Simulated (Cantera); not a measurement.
Feed: 1 mol CuO, 15 mol HF, 6 mol O2, held at 777 °C and 1.40 mbar.

These are equilibrium values from Cantera (NASA tables, ideal gas, pure condensed phases), not measurements of a reactor. Candidate condensed phases: Cu, CuF2, CuO, Cu(OH)2, Cu2O, H2O; 27 gas species. Rates play no part.

Base state: HF 0.705, O2 0.294, CuF 0.000536, H2O 0.000472, CuF2 0.000204 (mole fractions); condensed: Cu2O(s).

### Question
What changes in the equilibrium state with this change: temperature from 777 °C to 627 °C?

### Answer
```tsv
species	before	after
HF	0.705	0.714
O2	0.294	0.286
H2O	0.000472	6.09e-5
CuF	0.000536	7.44e-6
CuF2	0.000204	5.72e-5
Cu2O(s), mol	0.492	0
CuO(s), mol	0	0.999
```
